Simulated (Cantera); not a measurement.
Charge: 1 mol SiH2Cl2, 0.65 mol N2, 4 mol H2, equilibrated at 1175 K and 6.30 Pa.

Cantera equilibrium calculation (NASA polynomials, part measured and part estimated; ideal gas, pure solids and liquids). Candidate condensed phases: NH4Cl, Si, Si3N4; 28 gas species. N2 is the only nitrogen source here; it is nearly inert below about 1500 K, so the nitride shown seldom forms there in practice. The tables' values for SiCl3 are old estimates; treat these amounts as uncertain. Equilibrium is a limit: real reactors are often held back by kinetics, nucleation or transport.

Base state: H2 0.685, HCl 0.282, SiCl2 0.0179, N2 0.0116, SiCl3 0.00179, SiCl4 0.00175, SiHCl3 0.000100, H 1.28e-5 (mole fractions); condensed: Si3N4(s).

What changes in the equilibrium state with this change: SiH2Cl2 replaced by SiH4?


```csv
species,before,after
H2,0.685,1.000
N2,0.0116,0.000205
H,1.28e-5,1.54e-5
HCl,0.282,0
SiCl2,0.0179,0
SiCl3,0.00179,0
SiCl4,0.00175,0
"Si3N4(s), mol",0.290,0.324
"Si(s), mol",0,0.0268
```
Mutual solubility and eutectic melting of coexisting phases are not modelled.

What changes in the equilibrium state with this change: pressure from 6.30 Pa to 9800 Pa?


```json
[
 {"species": "H2", "before": "0.685", "after": "0.708"},
 {"species": "HCl", "before": "0.282", "after": "0.264"},
 {"species": "SiCl4", "before": "0.00175", "after": "0.0168"},
 {"species": "SiCl2", "before": "0.0179", "after": "0.000130"},
 {"species": "N2", "before": "0.0116", "after": "0.00949"},
 {"species": "H", "before": "1.28e-5", "after": "3.29e-7"},
 {"species": "SiHCl3", "before": "0.000100", "after": "0.00106"},
 {"species": "Si3N4(s), mol", "before": "0.290", "after": "0.297"}
]
```
